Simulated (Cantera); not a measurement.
An adiabatic, constant-pressure homogeneous reactor starts with C3H8 : O2 : N2 = 1 : 4.17 : 15.7 (molar parts), at 1300 K and 101000 Pa. Integrator tolerance rtol = 1e-08.

Detailed kinetics in Cantera: GRI-Mech 3.0 (53 species, 325 reactions). GRI-Mech 3.0 was tuned for natural gas; its chemistry of propane as a main component is partial and can be far from experiment.

### Question
What does this change do: initial temperature 1300 to 1225 K?

### Answer
```json
[
 {"quantity": "time of steepest temperature rise", "before": "1.00 ms", "after": "3.83 ms"},
 {"quantity": "temperature at 0.800 s", "before": "2712 K", "after": "2683 K"},
 {"quantity": "equilibrium temperature", "before": "2712 K", "after": "2683 K"},
 {"quantity": "x(C3H8) at 0.800 s", "before": "<1e-12 (gas-phase equilibrium <1e-12)", "after": "<1e-12 (gas-phase equilibrium <1e-12)"},
 {"quantity": "x(O2) at 0.800 s", "before": "0.00703 (gas-phase equilibrium 0.00703)", "after": "0.00615 (gas-phase equilibrium 0.00615)"},
 {"quantity": "x(C2H6) at 0.800 s", "before": "<1e-12 (gas-phase equilibrium <1e-12)", "after": "<1e-12 (gas-phase equilibrium <1e-12)"},
 {"quantity": "x(O) at 0.800 s", "before": "0.00318 (gas-phase equilibrium 0.00318)", "after": "0.00263 (gas-phase equilibrium 0.00263)"},
 {"quantity": "x(NO) at 0.800 s", "before": "0.00550 (gas-phase equilibrium 0.00550)", "after": "0.00493 (gas-phase equilibrium 0.00493)"},
 {"quantity": "x(NO2) at 0.800 s", "before": "7.33e-7 (gas-phase equilibrium 7.33e-7)", "after": "6.31e-7 (gas-phase equilibrium 6.31e-7)"}
]
```

### Question
What does this change do: pressure from 101000 Pa to 1500000 Pa?

### Answer
| quantity | before | after |
|---|---|---|
| time of steepest temperature rise | 1.00 ms | 0.239 ms |
| temperature at 0.800 s | 2712 K | 2872 K |
| equilibrium temperature | 2712 K | 2872 K |
| x(C3H8) at 0.800 s | <1e-12 (gas-phase equilibrium <1e-12) | <1e-12 (gas-phase equilibrium <1e-12) |
| x(O2) at 0.800 s | 0.00703 (gas-phase equilibrium 0.00703) | 0.00284 (gas-phase equilibrium 0.00284) |
| x(C2H6) at 0.800 s | <1e-12 (gas-phase equilibrium <1e-12) | <1e-12 (gas-phase equilibrium <1e-12) |
| x(O) at 0.800 s | 0.00318 (gas-phase equilibrium 0.00318) | 0.000989 (gas-phase equilibrium 0.000989) |
| x(NO) at 0.800 s | 0.00550 (gas-phase equilibrium 0.00550) | 0.00440 (gas-phase equilibrium 0.00440) |
| x(NO2) at 0.800 s | 7.33e-7 (gas-phase equilibrium 7.33e-7) | 1.26e-6 (gas-phase equilibrium 1.26e-6) |
The pressure lies above the range GRI-Mech 3.0 was tuned for (to about 10 atm).
